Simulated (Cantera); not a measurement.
Input (Python, Cantera):

```python
import numpy as np
import cantera as ct

gas = ct.Solution("gri30.yaml")
gas.TPX = 675, 200000, {'CH4': 1, 'O2': 2.74, 'N2': 10.3, 'H2': 0.47}
flame = ct.FreeFlame(gas, width=0.025)
flame.set_refine_criteria(ratio=3, slope=0.08, curve=0.16)
flame.transport_model = "mixture-averaged"
flame.solve(loglevel=0, auto=True)
z, T = flame.grid, flame.T
thick = (T[-1] - T[0]) / np.gradient(T, z).max()
show = ['CH4', 'O2', 'HCN', 'O', 'N2O', 'H2O2']
print(f"laminar burning velocity  {flame.velocity[0] * 100:.3f} cm/s")
print(f"burnt temperature         {T[-1]:.1f} K")
print(f"thermal thickness         {thick * 1e3:.4f} mm")
print(f"grid points               {len(z)}")
z0 = z[flame.heat_release_rate.argmax()]
print(f"{'z/mm':>9s}{'T/K':>9s}{'u/(m/s)':>9s}" + "".join(f"{s:>11s}" for s in show))
rows = []
for k in (-3, -2, -1.5, -1, -0.5, -0.25, 0, 0.25, 0.5, 1, 2, 4, 8):
    zz = z0 + k * thick
    rows.append([k * thick, np.interp(zz, z, T), np.interp(zz, z, flame.velocity),
                 *(np.interp(zz, z, flame.X[gas.species_index(s)]) for s in show)])
    print(f"{rows[-1][0] * 1e3:9.3f}{rows[-1][1]:9.1f}{rows[-1][2]:9.3f}" + "".join(f"{x:11.3e}" for x in rows[-1][3:]))
```

Result:

```
laminar burning velocity  147.397 cm/s
burnt temperature         2293.5 K
thermal thickness         0.1736 mm
grid points               136
     z/mm      T/K  u/(m/s)        CH4         O2        HCN          O        N2O       H2O2
   -0.521    675.2    1.474  6.894e-02  1.889e-01  1.286e-11  2.382e-12  8.960e-13  2.049e-08
   -0.347    677.4    1.478  6.887e-02  1.890e-01  2.686e-10  3.172e-10  2.042e-11  3.142e-07
   -0.260    684.0    1.491  6.856e-02  1.887e-01  1.327e-09  4.917e-09  1.061e-10  1.273e-06
   -0.174    722.8    1.575  6.648e-02  1.866e-01  1.119e-08  1.622e-07  9.757e-10  7.020e-06
   -0.087   1001.8    2.191  5.096e-02  1.650e-01  1.564e-07  1.689e-05  1.594e-08  2.753e-05
   -0.043   1354.0    2.980  3.003e-02  1.318e-01  4.765e-07  1.668e-04  5.222e-08  1.827e-05
    0.000   1719.3    3.806  8.061e-03  8.889e-02  1.090e-06  1.180e-03  1.320e-07  2.001e-06
    0.043   1889.6    4.184  7.079e-04  6.188e-02  1.001e-06  3.709e-03  2.441e-07  7.855e-07
    0.087   1952.4    4.308  3.409e-05  5.192e-02  4.021e-07  5.023e-03  3.295e-07  6.279e-07
    0.174   2029.2    4.451  9.333e-08  4.592e-02  4.455e-08  4.814e-03  3.930e-07  4.970e-07
    0.347   2117.9    4.618  9.016e-12  4.219e-02  1.025e-09  3.556e-03  4.377e-07  3.628e-07
    0.694   2200.0    4.774  3.134e-17  3.952e-02  5.371e-12  2.148e-03  4.932e-07  2.625e-07
    1.389   2257.0    4.879  3.051e-18  3.775e-02  1.384e-12  1.203e-03  5.041e-07  2.109e-07
```

Computed with Cantera and GRI-Mech 3.0 (53 species, 325 reactions). Burning velocities carry a grid error of a few per cent, more on coarse grids.
